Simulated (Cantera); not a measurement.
A closed system holds: 1 mol CH₃Cl, 0.059 mol Si, 0.14 mol H₂, held at 2675 K and 0.00900 bar.

Method: chemical equilibrium by Gibbs-energy minimisation in Cantera with the NASA 1993 tables (ideal gas, pure condensed phases). Candidate condensed phases: C, C₆H₆, C₇H₈, C₈H₁₈, Si, SiC; 109 gas species. The tables' values for SiCl are old estimates; treat these amounts as uncertain. Kinetics and transport are ignored.

Base state: H₂ 0.315, H 0.306, HCl 0.209, Cl 0.141, Si 0.0128, C₂H₂ (acetylene) 0.00679, SiC₂ 0.00531, SiCl₂ 0.00127 (mole fractions); condensed: C(graphite).

Problem. What changes in the equilibrium state with this change: temperature from 2675 K to 2400 K?

Solution. 
```
species             before    after
----------------  --------  -------
H₂                   0.315    0.464
HCl                  0.209    0.335
H                    0.306    0.114
SiCl₂              0.00127   0.0127
Cl                   0.141   0.0589
Si                  0.0128  0.00792
C₂                 6.67e-5  9.86e-7
C₃                0.000700  1.09e-5
C                 0.000175  4.41e-6
C(graphite), mol     0.920    0.977
```
The tables' values for SiCl, SiCl₃ are old estimates; treat these amounts as uncertain. Gases not in the tables: Si₂H₆ and higher silanes.
